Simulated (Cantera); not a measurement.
Mixture: CH4 : O2 : N2 = 1 : 3.77 : 14.2 (molar parts), equivalence ratio 0.53, at 2400000 Pa, adiabatic and at constant pressure. Ignition delay is the time to a rise of 400 K.

Detailed kinetics in Cantera: GRI-Mech 3.0 (53 species, 325 reactions). The pressure lies above the range GRI-Mech 3.0 was tuned for (to about 10 atm).

What does this change do: O2 3.77 to 1.4 parts?


| quantity | before | after |
|---|---|---|
| delay at 1250 K | 0.824 ms | 3.06 ms |
| delay at 1300 K | 0.473 ms | 1.84 ms |
| delay at 1350 K | 0.282 ms | 1.13 ms |
| delay at 1400 K | 0.173 ms | 0.706 ms |
| delay at 1450 K | 0.109 ms | 0.444 ms |
| delay at 1500 K | 70.2 µs | 0.280 ms |
| apparent activation energy between 1400 and 1500 K | 160 kJ/mol | 160 kJ/mol |

What does this change do: 0.026 parts H2 added?


```json
[
 {"quantity": "delay at 1250 K", "before": "0.824 ms", "after": "0.648 ms"},
 {"quantity": "delay at 1300 K", "before": "0.473 ms", "after": "0.386 ms"},
 {"quantity": "delay at 1350 K", "before": "0.282 ms", "after": "0.237 ms"},
 {"quantity": "delay at 1400 K", "before": "0.173 ms", "after": "0.149 ms"},
 {"quantity": "delay at 1450 K", "before": "0.109 ms", "after": "95.7 µs"},
 {"quantity": "delay at 1500 K", "before": "70.2 µs", "after": "62.7 µs"},
 {"quantity": "apparent activation energy between 1400 and 1500 K", "before": "160 kJ/mol", "after": "150 kJ/mol"}
]
```
